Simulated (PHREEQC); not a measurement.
# Leach liquor

Solution (20 °C): 12 mmol/kgw HCl and 35 mmol/kgw LiCl. It is in equilibrium with CO2 at log p = 0 (atm). Otherwise closed; pH follows from the charge balance.

All values are PHREEQC results (ion-association model, phreeqc.dat), not measurements.

No solid was allowed to form.

Task: Estimate the pH, specific conductance.

Result: pH 1.99; specific conductance 7100 µS/cm.

Species that the database lacks are ignored.
